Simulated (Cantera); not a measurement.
Input: 1 mol MgCO₃, 7.2 mol CO₂, 0.16 mol C, at 10.0 mbar.

Cantera equilibrium calculation (NASA polynomials, part measured and part estimated; ideal gas, pure solids and liquids). Candidate condensed phases: C, Mg, MgCO₃, MgO; 15 gas species. Equilibrium is a limit: real reactors are often held back by kinetics, nucleation or transport. All values below are at 1023 K.

Base state: CO₂ 0.962, CO 0.0383 (mole fractions); condensed: MgO(s).

**Question.** What changes in the equilibrium state with this change: MgCO₃ replaced by CaCO₃?

**Answer.** 
```csv
species,before,after
CO₂,0.962,0.962
CO,0.0383,0.0383
"MgO(s), mol",1.00,0
"CaO(s), mol",0,1.00
```
Further candidate phases: Ca, CaCO₃, CaO.
